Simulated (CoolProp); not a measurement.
Vapour-liquid equilibrium of CHF3 (R23) (1) + C2F6 (R116) (2) at 1.1 MPa; x and y are mole fractions of (1).

Model: multi-fluid Helmholtz-energy mixture model, Penoncello 2003 and Lemmon 2006; pair parameters Bell 2016, in CoolProp.

Problem. Give the bubble temperature and the first vapour's composition at x = 0.05, 0.65, 0.95. Is there an azeotrope?

Solution. x = 0.05: -21.8 °C, y = 0.116; x = 0.65: -32.6 °C, y = 0.638; x = 0.95: -29.1 °C, y = 0.911. y crosses x between x = 0.575 and 0.65: the model has an azeotrope there.

The pair parameters rest on a limited set of measurements; away from them the model extrapolates.
